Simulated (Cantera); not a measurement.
Cantera run, input and output.

```python
import numpy as np
import cantera as ct

gas = ct.Solution("gri30.yaml")
gas.TPX = 500, 1000000, {'CO': 1, 'H2': 0.092, 'CH4': 0.15, 'O2': 1.23, 'N2': 6.01}
flame = ct.FreeFlame(gas, width=0.008)
flame.set_refine_criteria(ratio=3, slope=0.08, curve=0.16)
flame.transport_model = "mixture-averaged"
flame.solve(loglevel=0, auto=True)
z, T = flame.grid, flame.T
thick = (T[-1] - T[0]) / np.gradient(T, z).max()
show = ['CO', 'H2', 'CH4', 'C2H', 'CH2CO', 'O']
print(f"laminar burning velocity  {flame.velocity[0] * 100:.3f} cm/s")
print(f"burnt temperature         {T[-1]:.1f} K")
print(f"thermal thickness         {thick * 1e3:.4f} mm")
print(f"grid points               {len(z)}")
z0 = z[flame.heat_release_rate.argmax()]
print(f"{'z/mm':>9s}{'T/K':>9s}{'u/(m/s)':>9s}" + "".join(f"{s:>11s}" for s in show))
rows = []
for k in (-3, -2, -1.5, -1, -0.5, -0.25, 0, 0.25, 0.5, 1, 2, 4, 8):
    zz = z0 + k * thick
    rows.append([k * thick, np.interp(zz, z, T), np.interp(zz, z, flame.velocity),
                 *(np.interp(zz, z, flame.X[gas.species_index(s)]) for s in show)])
    print(f"{rows[-1][0] * 1e3:9.3f}{rows[-1][1]:9.1f}{rows[-1][2]:9.3f}" + "".join(f"{x:11.3e}" for x in rows[-1][3:]))
```

Result:

```
laminar burning velocity  19.336 cm/s
burnt temperature         1938.7 K
thermal thickness         0.1209 mm
grid points               128
     z/mm      T/K  u/(m/s)         CO         H2        CH4        C2H      CH2CO          O
   -0.363    500.8    0.194  1.180e-01  1.015e-02  1.768e-02  2.785e-31  3.958e-10  2.827e-18
   -0.242    507.6    0.196  1.178e-01  9.125e-03  1.758e-02  4.584e-28  8.771e-09  2.312e-15
   -0.181    524.5    0.202  1.172e-01  8.119e-03  1.731e-02  3.694e-26  4.237e-08  1.222e-13
   -0.121    598.3    0.230  1.138e-01  6.445e-03  1.609e-02  5.607e-23  3.133e-07  2.795e-11
   -0.060    900.3    0.344  9.707e-02  4.053e-03  1.095e-02  1.271e-16  2.684e-06  1.692e-07
   -0.030   1205.8    0.457  7.745e-02  2.755e-03  5.637e-03  3.842e-13  6.576e-06  1.928e-05
    0.000   1541.9    0.575  4.965e-02  1.440e-03  7.740e-04  4.554e-11  5.014e-06  4.781e-04
    0.030   1733.8    0.637  2.529e-02  6.292e-04  1.400e-05  4.993e-12  1.927e-07  1.033e-03
    0.060   1824.7    0.666  1.320e-02  4.085e-04  1.717e-07  4.717e-14  3.521e-09  8.376e-04
    0.121   1894.4    0.688  4.884e-03  2.033e-04  8.745e-11  1.307e-17  3.200e-12  4.042e-04
    0.242   1926.6    0.698  1.388e-03  6.658e-05  4.508e-15  7.478e-21  2.984e-16  1.303e-04
    0.484   1936.7    0.701  3.566e-04  2.099e-05  1.110e-16  5.192e-23  1.400e-17  4.433e-05
    0.967   1938.5    0.702  1.763e-04  1.322e-05  6.007e-17  2.388e-24  5.055e-18  3.005e-05
```

Detailed kinetics in Cantera: GRI-Mech 3.0 (53 species, 325 reactions). Burning velocities carry a grid error of a few per cent, more on coarse grids.
